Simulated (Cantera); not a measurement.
# Stirred combustor or abatement burner

A perfectly stirred reactor is fed with CH4 : H2 : O2 : N2 : CO2 = 1 : 0.2 : 3.09 : 11.6 : 1.1 (molar parts), at 10.0 bar; it is adiabatic with a 325 K inlet, and is followed from long to short residence time, starting on the burning branch (τ in s: 0.04, 0.019, 0.0093, 0.0045, 0.0022, 0.001, 0.0005, 0.00024, 0.00012, 5.6e-05, 2.7e-05, 1.3e-05).

Cantera simulation using GRI-Mech 3.0 (53 species, 325 reactions); the numbers are that mechanism's predictions, not measurements.

| τ (s) | T (K) | x CH4 | x H2 | x O2 | x H2O | x C2H6 | x H2O2 |
|---|---|---|---|---|---|---|---|
| 0.040 | 1709 | 1.50e-5 | 2.51e-5 | 0.0587 | 0.130 | 3.90e-9 | 1.47e-7 |
| 0.019 | 1708 | 2.61e-5 | 4.15e-5 | 0.0588 | 0.130 | 1.06e-8 | 2.02e-7 |
| 0.0093 | 1705 | 4.45e-5 | 6.85e-5 | 0.0590 | 0.130 | 2.70e-8 | 2.80e-7 |
| 0.0045 | 1700 | 7.76e-5 | 0.000116 | 0.0593 | 0.130 | 7.00e-8 | 3.95e-7 |
| 0.0022 | 1691 | 0.000139 | 0.000202 | 0.0599 | 0.129 | 1.89e-7 | 5.66e-7 |
| 0.0010 | 1670 | 0.000299 | 0.000402 | 0.0614 | 0.129 | 7.02e-7 | 9.03e-7 |
| 0.00050 | 325 | 0.0589 | 0.0118 | 0.182 | <1e-12 | <1e-12 | <1e-12 |
| 0.00024 | 325 | 0.0589 | 0.0118 | 0.182 | <1e-12 | <1e-12 | <1e-12 |
| 0.00012 | 325 | 0.0589 | 0.0118 | 0.182 | <1e-12 | <1e-12 | <1e-12 |
| 5.6e-5 | 325 | 0.0589 | 0.0118 | 0.182 | <1e-12 | <1e-12 | <1e-12 |
| 2.7e-5 | 325 | 0.0589 | 0.0118 | 0.182 | <1e-12 | <1e-12 | <1e-12 |
| 1.3e-5 | 325 | 0.0589 | 0.0118 | 0.182 | <1e-12 | <1e-12 | <1e-12 |
x: mole fraction; the columns are a selection and need not sum to one.
